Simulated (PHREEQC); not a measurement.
## Brine (model solution)

Consider water at 25 °C with 3 mol/kgw NaBr, 2.3 mol/kgw SrCl2 and 2.6 mol/kgw MgCl2. Closed to the air; pH follows from the charge balance.

Computed with PHREEQC (Pitzer model, pitzer.dat).

```
Quantity                    Value
-------------------  ------------
ionic strength       17.7 mol/kgw
activity of water           0.321
density               1.420 g/cm³
osmotic coefficient         3.043
```

| species | molality | activity | log γ |
|---|---|---|---|
| Cl- | 9.80 | 9.74 | -0.003 |
| Br- | 3.00 | 7.01 | 0.369 |
| Na+ | 3.00 | 101 | 1.526 |
| Mg+2 | 2.60 | 1000 | 4.437 |
| Sr+2 | 2.30 | 1000 | 3.372 |
| H+ | 6.44e-6 | 0.00352 | 2.738 |
| MgOH+ | 6.44e-6 | 1.01e-5 | 0.195 |

This is a speciation only: nothing precipitates in the calculation. Saturation is exceeded, for instance for Halite; the values hold only as long as no solid forms.
